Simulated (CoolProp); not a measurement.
Computed with CoolProp (reference Helmholtz-energy equation of state, Lemmon 2013).

Q: Give the vapour pressure (kPa), liquid cp (kJ/(kg K)), liquid conductivity (mW/(m K)) of saturated propylene at -35.65, -16.75 °C.

A: 
```tsv
T (°C)	p (kPa)	liquid cp (kJ/(kg K))	liquid conductivity (mW/(m K))
-35.65	169	2.24	140
-16.75	342	2.33	132
```

Thermal conductivity comes from a separate model (Huber 2003), an estimate that may be off by 10 % or more.
